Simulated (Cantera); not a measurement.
Input: 1 mol Ti(OiPr)4, 0.45 mol H2O, 22 mol H2, held at 1950 K and 0.00140 bar.

Method: chemical equilibrium by Gibbs-energy minimisation in Cantera with the NASA 1993 tables (ideal gas, pure condensed phases). Candidate condensed phases: C, C6H6, C7H8, C8H18, H2O, Ti, TiC, TiO, TiO2, Ti2O3, Ti3O5, Ti4O7; 113 gas species. The feed counts by its element totals alone. TiC: taken at fixed stoichiometry. Rates play no part.

Base state: H2 0.864, CO 0.107, H 0.0285, C2H2 (acetylene) 0.000472 (mole fractions); condensed: C(graphite) + TiC(s).

What changes in the equilibrium state with this change: temperature from 1950 K to 1850 K?


```tsv
species	before	after
H2	0.864	0.878
CO	0.107	0.108
H	0.0285	0.0135
C2H2 (acetylene)	0.000472	0.000230
C(graphite), mol	6.51	6.53
TiC(s), mol	1.000	1.000
```

What changes in the equilibrium state with this change: Ti(OiPr)4 replaced by Ti?


| species | before | after |
|---|---|---|
| H2 | 0.864 | 0.966 |
| H | 0.0285 | 0.0301 |
| Ti | 2.02e-7 | 0.00361 |
| CO | 0.107 | 0 |
| C2H2 (acetylene) | 0.000472 | 0 |
| TiO | <1e-9 | 0.000215 |
| C(graphite), mol | 6.51 | 0 |
| TiC(s), mol | 1.000 | 0 |
| Ti(l), mol | 0 | 0.467 |
| TiO(s), mol | 0 | 0.445 |
Mutual solubility and eutectic melting of coexisting phases are not modelled. TiO: taken at fixed stoichiometry. Condensed phases not in the tables: N, O or C dissolved in the metal.
